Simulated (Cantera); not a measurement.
Input (Python, Cantera) and output of one run.

```python
import numpy as np
import cantera as ct

gas_names = """
    Hg N NO NO2 NO3 N2 N2O O O2 O3
""".split()
cond_names = """
    Hg(cr) Hg(L) HgO(s)
""".split()


# ... load() reads the species with a 1 bar reference pressure and builds the phases ...
atoms = {
    'Hg': {'Hg': 1},
    'O2': {'O': 2},
    'N2': {'N': 2},
}
top_T = {}  # K; cautious upper limits of use, not melting points


# ... equilibrate(T, P, feed) seeds the gas with the atoms and calls Mixture.equilibrate('TP', solver="vcs", rtol=1e-11, max_steps=5000) ...
results = []
feed = {'Hg': 1, 'O2': 0.14, 'N2': 0.15}  # mol
P = 17000  # Pa
for T in [598, 748, 898, 1048, 1198, 1348, 1498]:
    mix = equilibrate(T, P, feed)
    results.append((T, P, feed, dict(zip(mix.species_names, mix.species_moles))))
    x = sorted(zip(gas.X, gas.species_names), reverse=True)
    print(f"T = {T:g} K  P = {P:g} Pa  gas = {mix.phase_moles(0):.4g} mol")
    print("   x: " + "  ".join(f"{s} {v:.3e}" for v, s in x if v > 0.0001))
    print("   condensed (mol): " + ("  ".join(f"{mix.phase(i).name} {mix.phase_moles(i):.4g}"
          for i in range(1, mix.n_phases) if mix.phase_moles(i) > 1e-12) or "none"))
```

It prints:

```
T = 598 K  P = 17000 Pa  gas = 0.8753 mol
   x: Hg 8.266e-01  N2 1.714e-01  O2 2.017e-03
   condensed (mol): HgO(s) 0.2765
T = 748 K  P = 17000 Pa  gas = 1.29 mol
   x: Hg 7.752e-01  N2 1.163e-01  O2 1.085e-01
   condensed (mol): none
T = 898 K  P = 17000 Pa  gas = 1.29 mol
   x: Hg 7.752e-01  N2 1.163e-01  O2 1.085e-01
   condensed (mol): none
T = 1048 K  P = 17000 Pa  gas = 1.29 mol
   x: Hg 7.752e-01  N2 1.163e-01  O2 1.085e-01
   condensed (mol): none
T = 1198 K  P = 17000 Pa  gas = 1.29 mol
   x: Hg 7.752e-01  N2 1.163e-01  O2 1.085e-01
   condensed (mol): none
T = 1348 K  P = 17000 Pa  gas = 1.29 mol
   x: Hg 7.752e-01  N2 1.162e-01  O2 1.085e-01  NO 1.477e-04
   condensed (mol): none
T = 1498 K  P = 17000 Pa  gas = 1.29 mol
   x: Hg 7.752e-01  N2 1.161e-01  O2 1.084e-01  NO 3.341e-04
   condensed (mol): none
```

Cantera equilibrium calculation (NASA polynomials, part measured and part estimated; ideal gas, pure solids and liquids).
